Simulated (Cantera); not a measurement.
Mixture: 14.8 % CH4, 0.473 % H2, 16.5 % O2, 46.4 % N2, 20.7 % H2O, 1.15 % CO2, equivalence ratio 1.8, at 4.93 atm, adiabatic and at constant volume. Ignition delay is the time to a rise of 400 K.

Detailed kinetics in Cantera: GRI-Mech 3.0 (53 species, 325 reactions). Below about 1000 K GRI-Mech 3.0 lacks low-temperature oxidation paths.

Problem. Predict: delay at 950 K; delay at 1050 K; delay at 1150 K; delay at 1250 K; delay at 1350 K; apparent activation energy between 1250 and 1350 K.

Solution. 
```
Property                                                Result
--------------------------------------------------  ----------
delay at 950 K                                         0.108 s
delay at 1050 K                                        29.3 ms
delay at 1150 K                                        11.4 ms
delay at 1250 K                                        4.66 ms
delay at 1350 K                                        1.85 ms
apparent activation energy between 1250 and 1350 K  130 kJ/mol
```
